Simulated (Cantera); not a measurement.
Adiabatic ignition

An adiabatic, constant-volume homogeneous reactor starts with 4.66 % CH4, 0.793 % C2H6, 1.86 % C3H8, 19.5 % O2, 73.2 % N2, equivalence ratio 1.1, at 1775 K and 4.60 bar.

Computed with Cantera and GRI-Mech 3.0 (53 species, 325 reactions). GRI-Mech 3.0 was tuned for natural gas; its chemistry of propane as a main component is partial and can be far from experiment. Above 3000 K some thermodynamic fits are extrapolated.

```tsv
t (s)	T (K)	P (bar)	x CH4	x C2H6	x C3H8	x C2H2	x CO2
9.00e-6	3126	8.93	<1e-12	<1e-12	<1e-12	<1e-12	0.0403
1.94e-5	3185	9.06	<1e-12	<1e-12	<1e-12	<1e-12	0.0421
4.20e-5	3176	9.03	<1e-12	<1e-12	<1e-12	<1e-12	0.0417
9.06e-5	3169	9.01	<1e-12	<1e-12	<1e-12	<1e-12	0.0414
0.000196	3167	9.00	<1e-12	<1e-12	<1e-12	<1e-12	0.0413
0.000423	3167	9.00	<1e-12	<1e-12	<1e-12	<1e-12	0.0413
0.000913	3167	9.00	<1e-12	<1e-12	<1e-12	<1e-12	0.0413
0.00197	3167	9.00	<1e-12	<1e-12	<1e-12	<1e-12	0.0413
0.00426	3167	9.00	<1e-12	<1e-12	<1e-12	<1e-12	0.0413
0.00920	3167	9.00	<1e-12	<1e-12	<1e-12	<1e-12	0.0413
0.0199	3167	9.00	<1e-12	<1e-12	<1e-12	<1e-12	0.0413
0.0429	3167	9.00	<1e-12	<1e-12	<1e-12	<1e-12	0.0413
0.0926	3167	9.00	<1e-12	<1e-12	<1e-12	<1e-12	0.0413
0.200	3167	9.00	<1e-12	<1e-12	<1e-12	<1e-12	0.0413
```
x: mole fraction; the columns are a selection and need not sum to one.

```
Quantity                                                           Value
---------------------------------  -------------------------------------
time of steepest temperature rise                                5.47 µs
temperature at 0.200 s                                            3167 K
equilibrium temperature                                           3167 K
x(CH4) at 0.200 s                  <1e-12 (gas-phase equilibrium <1e-12)
x(C2H6) at 0.200 s                 <1e-12 (gas-phase equilibrium <1e-12)
x(C3H8) at 0.200 s                 <1e-12 (gas-phase equilibrium <1e-12)
```
